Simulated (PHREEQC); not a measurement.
A solution holds 0.0079 mol/kgw MgSO4, 0.0042 mol/kgw FeCl2 and 0.39 mol/kgw MgCl2, at 25 °C. Closed to the air; pH follows from the charge balance.

The numbers come from PHREEQC with the ion-association model, phreeqc.dat.

Each row changes one thing in this solution. This is a speciation only: nothing precipitates in the calculation.

```json
[
 {"case": "as made", "pH": "6.07", "ionic strength (mol/kgw)": "1.19", "MgSO4 (mol/kgw)": "0.00594", "SO4-2 (mol/kgw)": "0.00193", "MgOH+ (mol/kgw)": "7.45e-7", "HSO4- (mol/kgw)": "2.76e-8"},
 {"case": "temperature from 25 to 75 °C", "pH": "5.31", "ionic strength (mol/kgw)": "1.19", "MgSO4 (mol/kgw)": "0.00686", "SO4-2 (mol/kgw)": "0.00101", "MgOH+ (mol/kgw)": "5.43e-6", "HSO4- (mol/kgw)": "2.60e-7"},
 {"case": "FeCl2 replaced by HCl at the same molality", "pH": "2.52", "ionic strength (mol/kgw)": "1.18", "MgSO4 (mol/kgw)": "0.00589", "SO4-2 (mol/kgw)": "?", "MgOH+ (mol/kgw)": "2.08e-10", "HSO4- (mol/kgw)": "9.80e-5"},
 {"case": "temperature from 25 to 35 °C", "pH": "5.90", "ionic strength (mol/kgw)": "1.19", "MgSO4 (mol/kgw)": "0.00622", "SO4-2 (mol/kgw)": "0.00166", "MgOH+ (mol/kgw)": "1.17e-6", "HSO4- (mol/kgw)": "4.33e-8"},
 {"case": "FeCl2 left out", "pH": "6.17", "ionic strength (mol/kgw)": "1.18", "MgSO4 (mol/kgw)": "0.00597", "SO4-2 (mol/kgw)": "0.00193", "MgOH+ (mol/kgw)": "9.21e-7", "HSO4- (mol/kgw)": "2.24e-8"},
 {"case": "MgCl2 left out", "pH": "6.16", "ionic strength (mol/kgw)": "0.0330", "MgSO4 (mol/kgw)": "0.00195", "SO4-2 (mol/kgw)": "0.00511", "MgOH+ (mol/kgw)": "1.95e-8", "HSO4- (mol/kgw)": "2.09e-7"},
 {"case": "temperature from 25 to 15 °C", "pH": "6.26", "ionic strength (mol/kgw)": "1.19", "MgSO4 (mol/kgw)": "?", "SO4-2 (mol/kgw)": "0.00227", "MgOH+ (mol/kgw)": "4.57e-7", "HSO4- (mol/kgw)": "1.75e-8"}
]
```

Problem. Complete the blanks.

Solution. 
- FeCl2 replaced by HCl at the same molality, SO4-2 (mol/kgw): 0.00191
- temperature from 25 to 15 °C, MgSO4 (mol/kgw): 0.00561

The ionic strength passes 0.7 mol/kgw, the rough limit of the ion-association models, in as made; temperature from 25 to 75 °C; FeCl2 replaced by HCl at the same molality; temperature from 25 to 35 °C; FeCl2 left out; temperature from 25 to 15 °C. Complexes and solids missing from the database can't appear. At this temperature some constants are extrapolated from 25 °C, and those without enthalpy data are left unchanged.
